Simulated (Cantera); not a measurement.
An adiabatic, constant-volume homogeneous reactor starts with CH4 : H2 : O2 : N2 : H2O = 1 : 0.035 : 1.34 : 5.06 : 0.77 (molar parts), equivalence ratio 1.5, at 1298 K and 7.50 atm. Integrator tolerance rtol = 1e-08.

Detailed kinetics in Cantera: GRI-Mech 3.0 (53 species, 325 reactions).

**Question.** What does this change do: 0.63 parts CO2 added?

**Answer.** 
```
quantity                                                              before                                      after
---------------------------------  -----------------------------------------  -----------------------------------------
time of steepest temperature rise                                    1.78 ms                                    2.00 ms
temperature at 0.700 s                                                2811 K                                     2674 K
equilibrium temperature                                               2811 K                                     2674 K
x(CH4) at 0.700 s                  4.77e-11 (gas-phase equilibrium 5.43e-11)  1.98e-11 (gas-phase equilibrium 2.25e-11)
x(H2) at 0.700 s                       0.0757 (gas-phase equilibrium 0.0757)      0.0475 (gas-phase equilibrium 0.0475)
x(O2) at 0.700 s                   0.000278 (gas-phase equilibrium 0.000278)  0.000270 (gas-phase equilibrium 0.000270)
x(O) at 0.700 s                    0.000225 (gas-phase equilibrium 0.000225)  0.000130 (gas-phase equilibrium 0.000130)
x(HCN) at 0.700 s                    1.93e-7 (gas-phase equilibrium 1.93e-7)    1.05e-7 (gas-phase equilibrium 1.05e-7)
```

**Question.** What does this change do: initial temperature 1298 to 1400 K?

**Answer.** 
```json
[
 {"quantity": "time of steepest temperature rise", "before": "1.78 ms", "after": "0.688 ms"},
 {"quantity": "temperature at 0.700 s", "before": "2811 K", "after": "2872 K"},
 {"quantity": "equilibrium temperature", "before": "2811 K", "after": "2872 K"},
 {"quantity": "x(CH4) at 0.700 s", "before": "4.77e-11 (gas-phase equilibrium 5.43e-11)", "after": "3.62e-11 (gas-phase equilibrium 4.14e-11)"},
 {"quantity": "x(H2) at 0.700 s", "before": "0.0757 (gas-phase equilibrium 0.0757)", "after": "0.0758 (gas-phase equilibrium 0.0758)"},
 {"quantity": "x(O2) at 0.700 s", "before": "0.000278 (gas-phase equilibrium 0.000278)", "after": "0.000454 (gas-phase equilibrium 0.000454)"},
 {"quantity": "x(O) at 0.700 s", "before": "0.000225 (gas-phase equilibrium 0.000225)", "after": "0.000373 (gas-phase equilibrium 0.000373)"},
 {"quantity": "x(HCN) at 0.700 s", "before": "1.93e-7 (gas-phase equilibrium 1.93e-7)", "after": "1.86e-7 (gas-phase equilibrium 1.86e-7)"}
]
```
